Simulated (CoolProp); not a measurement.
A closed Brayton cycle with carbon dioxide: compressor inlet 321.15 K and 7.5 MPa, high pressure 15.9 MPa, turbine inlet 825 K, compressor efficiency 0.8, turbine efficiency 0.85, recuperator effectiveness 0.8 (on enthalpy, no pinch check). Each further row changes one setting.

Model: reference Helmholtz-energy equation of state, Span 1996, in CoolProp.

```json
[
 {"case": "as stated", "thermal efficiency (%)": "23.4", "net work (kJ/kg)": "55.0", "compressor to turbine work": "0.42", "compressor exit (K)": "386.1", "turbine exit (K)": "739.7"},
 {"case": "turbine inlet 775 K", "thermal efficiency (%)": "…", "net work (kJ/kg)": "48.6", "compressor to turbine work": "0.45", "compressor exit (K)": "386.1", "turbine exit (K)": "…"},
 {"case": "compressor inlet 331.15 K", "thermal efficiency (%)": "22.4", "net work (kJ/kg)": "…", "compressor to turbine work": "0.47", "compressor exit (K)": "400.1", "turbine exit (K)": "739.7"},
 {"case": "high pressure 13.5 MPa", "thermal efficiency (%)": "20.9", "net work (kJ/kg)": "…", "compressor to turbine work": "0.40", "compressor exit (K)": "371.4", "turbine exit (K)": "…"},
 {"case": "recuperator effectiveness 0.5", "thermal efficiency (%)": "…", "net work (kJ/kg)": "55.0", "compressor to turbine work": "0.42", "compressor exit (K)": "386.1", "turbine exit (K)": "739.7"}
]
```

**Question.** Some entries are withheld; supply them.

**Answer.** 
- turbine inlet 775 K, thermal efficiency (%): 22.3
- turbine inlet 775 K, turbine exit (K): 692.8
- compressor inlet 331.15 K, net work (kJ/kg): 50.1
- high pressure 13.5 MPa, net work (kJ/kg): 44.9
- high pressure 13.5 MPa, turbine exit (K): 757.9
- recuperator effectiveness 0.5, thermal efficiency (%): 15.4
